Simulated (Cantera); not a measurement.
Input: 1 mol Si₂Cl₆, 7.4 mol N₂, equilibrated at 1350 K and 10000 Pa.

Cantera equilibrium calculation (NASA polynomials, part measured and part estimated; ideal gas, pure solids and liquids). Candidate condensed phases: Si, Si₃N₄; 13 gas species. The feed counts by its element totals alone. N₂ is the only nitrogen source here; it is nearly inert below about 1500 K, so the nitride shown seldom forms there in practice. The tables' values for SiCl₃ are old estimates; treat these amounts as uncertain. Equilibrium is a limit: real reactors are often held back by kinetics, nucleation or transport.

Base state: N₂ 0.822, SiCl₄ 0.164, SiCl₃ 0.0110, SiCl₂ 0.00365 (mole fractions); condensed: Si₃N₄(s).

**Question.** What changes in the equilibrium state with this change: temperature from 1350 K to 1300 K?

**Answer.** 
| species | before | after |
|---|---|---|
| N₂ | 0.822 | 0.823 |
| SiCl₄ | 0.164 | 0.169 |
| SiCl₃ | 0.0110 | 0.00638 |
| SiCl₂ | 0.00365 | 0.00143 |
| Si₃N₄(s), mol | 0.154 | 0.160 |
